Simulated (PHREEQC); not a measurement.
Geothermal or formation water: speciation

Model water analysis in mmol/kgw, 65 °C, pH 6.21: Na 181; K 46; Ca 31.5; Mg 46.1; Cl 349; S(6) 16; Alkalinity (meq/kgw) 0.0032; Li 0.174; Br 0.183; B 0.0573; Si 0.272.

Cl is adjusted to close the charge balance.
Valence states are taken as typed.

The numbers come from PHREEQC with the Pitzer model, pitzer.dat.

Each row changes one thing in this solution. Precipitation was switched off in this run.

```json
[
 {"case": "as made", "HCO3- (mol/kgw)": "2.85e-6", "MgOH+ (mol/kgw)": "6.36e-7", "B(OH)4- (mol/kgw)": "1.13e-7", "CaB(OH)4+ (mol/kgw)": "2.46e-8", "MgB(OH)4+ (mol/kgw)": "2.16e-8", "SI of Gypsum (CaSO4:2H2O)": "-0.31", "SI of SiO2(a) (SiO2)": "-1.17"},
 {"case": "Br from 0.183 to 0.366 mmol/kgw", "HCO3- (mol/kgw)": "2.85e-6", "MgOH+ (mol/kgw)": "6.36e-7", "B(OH)4- (mol/kgw)": "1.13e-7", "CaB(OH)4+ (mol/kgw)": "2.46e-8", "MgB(OH)4+ (mol/kgw)": "2.16e-8", "SI of Gypsum (CaSO4:2H2O)": "-0.31", "SI of SiO2(a) (SiO2)": "-1.17"},
 {"case": "temperature from 65 to 70 °C at the same typed pH", "HCO3- (mol/kgw)": "(withheld)", "MgOH+ (mol/kgw)": "(withheld)", "B(OH)4- (mol/kgw)": "1.14e-7", "CaB(OH)4+ (mol/kgw)": "2.42e-8", "MgB(OH)4+ (mol/kgw)": "2.12e-8", "SI of Gypsum (CaSO4:2H2O)": "-0.31", "SI of SiO2(a) (SiO2)": "-1.20"},
 {"case": "B from 0.0573 to 0.0286 mmol/kgw", "HCO3- (mol/kgw)": "(withheld)", "MgOH+ (mol/kgw)": "6.36e-7", "B(OH)4- (mol/kgw)": "5.65e-8", "CaB(OH)4+ (mol/kgw)": "1.23e-8", "MgB(OH)4+ (mol/kgw)": "1.08e-8", "SI of Gypsum (CaSO4:2H2O)": "-0.31", "SI of SiO2(a) (SiO2)": "-1.17"}
]
```

### Question
Complete the blanks.

### Answer

- temperature from 65 to 70 °C at the same typed pH, HCO3- (mol/kgw): 2.52e-6
- temperature from 65 to 70 °C at the same typed pH, MgOH+ (mol/kgw): 8.76e-7
- B from 0.0573 to 0.0286 mmol/kgw, HCO3- (mol/kgw): 2.93e-6

Species that the database lacks are ignored. Away from 25 °C the constants follow the database's enthalpies or fits; those with neither stay at their 25 °C values.
